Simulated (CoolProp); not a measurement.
Decamethylcyclopentasiloxane (D5) at several states: Z from the reference equation and from simpler models built on Tc = 618.3 K, pc = 10.78 bar, ω = 0.631; each cubic takes its own stable root.

Model: reference Helmholtz-energy equation of state, Thol 2019, in CoolProp.

```json
[
 {"T (K)": "459.1", "p (bar)": "38.2", "phase": "liquid", "reference": "0.4686", "van der Waals": "0.7799", "Redlich-Kwong": "(withheld)", "Soave-Redlich-Kwong": "0.5254"},
 {"T (K)": "259.4", "p (bar)": "15", "phase": "liquid", "reference": "(withheld)", "van der Waals": "0.4791", "Redlich-Kwong": "0.3240", "Soave-Redlich-Kwong": "(withheld)"},
 {"T (K)": "433.2", "p (bar)": "0.563", "phase": "liquid", "reference": "0.007188", "van der Waals": "0.9632", "Redlich-Kwong": "0.9500", "Soave-Redlich-Kwong": "0.008211"},
 {"T (K)": "339.6", "p (bar)": "1.4", "phase": "liquid", "reference": "0.02021", "van der Waals": "(withheld)", "Redlich-Kwong": "0.02507", "Soave-Redlich-Kwong": "0.02351"},
 {"T (K)": "286.8", "p (bar)": "0.104", "phase": "liquid", "reference": "(withheld)", "van der Waals": "0.9834", "Redlich-Kwong": "0.002092", "Soave-Redlich-Kwong": "(withheld)"},
 {"T (K)": "587.4", "p (bar)": "0.453", "phase": "gas", "reference": "0.9815", "van der Waals": "0.9857", "Redlich-Kwong": "0.9832", "Soave-Redlich-Kwong": "0.9823"}
]
```

**Question.** Fill in the missing entries.

**Answer.** 
- 459.1, Redlich-Kwong: 0.5594
- 259.4, reference: 0.2586
- 259.4, Soave-Redlich-Kwong: 0.3116
- 339.6, van der Waals: 0.03707
- 286.8, reference: 0.001674
- 286.8, Soave-Redlich-Kwong: 0.001990

At some of these states van der Waals, Redlich-Kwong gives the other phase, because its saturation line lies elsewhere.
